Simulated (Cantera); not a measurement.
Charge: 1 mol CS₂, 0.034 mol H₂, equilibrated at 3.00 bar.

Equilibrium computed with Cantera from the NASA thermochemical tables; the gas is ideal and each condensed phase is pure. Candidate condensed phases: C, C₆H₆, C₇H₈, C₈H₁₈, S; 83 gas species. Equilibrium is a limit: real reactors are often held back by kinetics, nucleation or transport.

log p: log10 of the partial pressure in bar; n: condensed amount in mol.

| T (K) | log p CS₂ | log p CS | log p S₂ | log p S | log p H₂ | log p SH | log p H | n C(graphite) |
|---|---|---|---|---|---|---|---|---|
| 2425 | 0.24 | -0.18 | -0.33 | -1.66 | -1.21 | -1.58 | (withheld) | 0.0654 |
| 2475 | 0.21 | -0.10 | -0.35 | -1.58 | -1.22 | -1.56 | (withheld) | 0.0327 |
| 2525 | 0.18 | -0.04 | -0.37 | -1.50 | -1.24 | -1.55 | (withheld) | 0 |
| 2575 | 0.15 | 0.00 | -0.34 | -1.39 | -1.26 | -1.51 | (withheld) | 0 |
| 2625 | 0.11 | 0.03 | -0.31 | -1.30 | -1.28 | -1.48 | (withheld) | 0 |
| 2675 | 0.07 | 0.06 | -0.28 | -1.20 | -1.30 | -1.46 | (withheld) | 0 |
| 2725 | 0.03 | 0.08 | -0.26 | -1.11 | -1.33 | -1.43 | (withheld) | 0 |
| 2775 | -0.02 | 0.10 | -0.25 | -1.03 | -1.36 | -1.41 | (withheld) | 0 |
| 2825 | -0.06 | 0.12 | -0.23 | -0.95 | -1.38 | -1.39 | (withheld) | 0 |
| 2875 | -0.11 | 0.14 | -0.22 | -0.87 | -1.41 | -1.38 | (withheld) | 0 |
| 2925 | -0.16 | 0.16 | -0.21 | -0.80 | -1.45 | -1.37 | (withheld) | 0 |

Question: Fill in the missing entries.

Answer: 
- 2425, log p H: -2.35
- 2475, log p H: -2.26
- 2525, log p H: -2.17
- 2575, log p H: -2.09
- 2625, log p H: -2.01
- 2675, log p H: -1.94
- 2725, log p H: -1.87
- 2775, log p H: -1.80
- 2825, log p H: -1.74
- 2875, log p H: -1.68
- 2925, log p H: -1.63
